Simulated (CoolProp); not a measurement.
Saturation properties of R1234ze(E) (Tc = 109.4 °C, pc = 3.635 MPa, ω = 0.313).

Model: reference Helmholtz-energy equation of state, Thol 2016, in CoolProp.

```
T (°C)   p (MPa)  surface tension (mN/m)  vapour viscosity (µPa s)
------  --------  ----------------------  ------------------------
-87.65  0.001272                    37.3                      7.58
-82.05  0.002100                    34.5                      7.82
-76.35  0.003379                    31.9                      8.06
-70.75  0.005225                    29.6                      8.29
-65.15  0.007853                    27.5                      8.53
-59.55   0.01150                    25.7                      8.76
-53.95   0.01646                    23.9                      9.00
-48.35   0.02305                    22.4                      9.24
-42.75   0.03166                    20.9                      9.47
-37.15   0.04270                    19.6                      9.71
-31.55   0.05665                    18.4                      9.95
```

It boils at -19.0 °C under 1 atm.

Viscosity comes from a separate model (Bell 2016), an estimate that may be off by 10 % or more. Surface tension comes from a separate correlation (Mulero 2014).
